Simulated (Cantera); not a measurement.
Input: 1 mol SiC, 0.22 mol H₂O, 6.9 mol N₂, held at 1650 K and 100 Torr.

Method: chemical equilibrium by Gibbs-energy minimisation in Cantera with the NASA 1993 tables (ideal gas, pure condensed phases). Candidate condensed phases: C, C₆H₆, C₇H₈, C₈H₁₈, H₂O, Si, SiC, SiO₂, Si₂N₂O, Si₃N₄; 151 gas species. Mutual solubility and eutectic melting of coexisting phases are not modelled. The numbers say what is thermodynamically allowed, not how fast it happens.

Base state: N₂ 0.949, H₂ 0.0303, CO 0.0202, HCN 0.000453, SiO 7.51e-5, H 4.33e-5, HNC 1.19e-5 (mole fractions); condensed: SiC(s) + Si₂N₂O(s).

### Question
What changes in the equilibrium state with this change: temperature from 1650 K to 1875 K?

### Answer
```
species           before     after
--------------  --------  --------
N₂                 0.949     0.945
H₂                0.0303    0.0300
CO                0.0202    0.0178
SiO              7.51e-5   0.00687
Si               2.58e-8   1.71e-5
H                4.33e-5  0.000311
HCN             0.000453  0.000196
HNC              1.19e-5   8.73e-6
SiC(s), mol        0.851     0.869
Si₂N₂O(s), mol    0.0741    0.0405
```
